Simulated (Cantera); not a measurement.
Input (Python, Cantera) and output of one run.

```python
import numpy as np
import cantera as ct

gas_names = [...]  # 95 gases of nasa_gas.yaml made of C, F, H
cond_names = """
    C(gr) C6H6(L) C7H8(L) C8H18(L),n-octa
""".split()


# ... load() reads the species with a 1 bar reference pressure and builds the phases ...
atoms = {
    'CHF3': {'C': 1, 'H': 1, 'F': 3},
    'H2': {'H': 2},
}
top_T = {'C(gr)': 4500}  # K; cautious upper limits of use, not melting points


# ... equilibrate(T, P, feed) seeds the gas with the atoms and calls Mixture.equilibrate('TP', solver="vcs", rtol=1e-11, max_steps=5000) ...
results = []
feed = {'CHF3': 1, 'H2': 2.3}  # mol
T = 850  # K
P = 180  # Pa
mix = equilibrate(T, P, feed)
results.append((T, P, feed, dict(zip(mix.species_names, mix.species_moles))))
x = sorted(zip(gas.X, gas.species_names), reverse=True)
print(f"T = {T:g} K  P = {P:g} Pa  gas = {mix.phase_moles(0):.4g} mol")
print("   x: " + "  ".join(f"{s} {v:.3e}" for v, s in x if v > 0.001))
print("   condensed (mol): " + ("  ".join(f"{mix.phase(i).name} {mix.phase_moles(i):.4g}"
      for i in range(1, mix.n_phases) if mix.phase_moles(i) > 1e-12) or "none"))
```

Output:

```
T = 850 K  P = 180 Pa  gas = 4.3 mol
   x: HF 6.977e-01  H2 3.022e-01
   condensed (mol): C(gr) 0.9996
```

Cantera equilibrium calculation (NASA polynomials, part measured and part estimated; ideal gas, pure solids and liquids).
